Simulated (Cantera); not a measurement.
Charge: 1 mol Si3N4, 0.21 mol O2, 21 mol H2, 0.89 mol H2O, at 1902 °C and 7.50e-5 bar.

Method: chemical equilibrium by Gibbs-energy minimisation in Cantera with the NASA 1993 tables (ideal gas, pure condensed phases). Candidate condensed phases: H2O, Si, SiO2, Si2N2O, Si3N4; 35 gas species. The tables' values for SiN are old estimates; treat these amounts as uncertain. Rates play no part.

Base state: H2 0.465, H 0.385, N2 0.0601, Si 0.0506, SiO 0.0394, SiH 0.000139, SiN 1.91e-5, Si2 1.01e-5 (mole fractions); condensed: gas only.

Question: What changes in the equilibrium state with this change: temperature from 1902 °C to 700 °C?

Answer: 
| species | before | after |
|---|---|---|
| H2 | 0.465 | 0.980 |
| N2 | 0.0601 | 0.0196 |
| H | 0.385 | 1.24e-7 |
| Si | 0.0506 | <1e-9 |
| SiO | 0.0394 | <1e-9 |
| SiH | 0.000139 | <1e-9 |
| SiN | 1.91e-5 | <1e-9 |
| Si2 | 1.01e-5 | <1e-9 |
| Si2N2O(s), mol | 0 | 1.31 |
| Si3N4(s), mol | 0 | 0.127 |
